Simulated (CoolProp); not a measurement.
The fluid at 401.42 K and 1.94 MPa expands adiabatically to 0.271 MPa with isentropic efficiency 1. The same conditions are run with several fluids, on thermodynamics alone (safety and materials aside).

The numbers come from the reference Helmholtz-energy equation of state of each fluid (C2F6 (R116): Lemmon 2006; ethylene: Smukala 2000; oxygen: Schmidt 1985; vinyl chloride: Thol 2022; c-C4F8 (RC318): Platzer 1990) in CoolProp. The equations of Platzer and Polt are older, rougher fits.

Task: Rank C2F6 (R116), ethylene, oxygen, vinyl chloride, c-C4F8 (RC318) by work (kJ/kg), highest first.

Result: ethylene (192), oxygen (157), vinyl chloride (81.7), C2F6 (R116) (42.6), c-C4F8 (RC318) (27.1)

```tsv
fluid	final temperature (K)	final density (kg/m³)
C2F6 (R116)	346.5	13.2
ethylene	279.2	3.34
oxygen	229.7	4.56
vinyl chloride	294.0	7.32
c-C4F8 (RC318)	356.5	19.1
```

Above 300 K oxygen's equation is extrapolated.
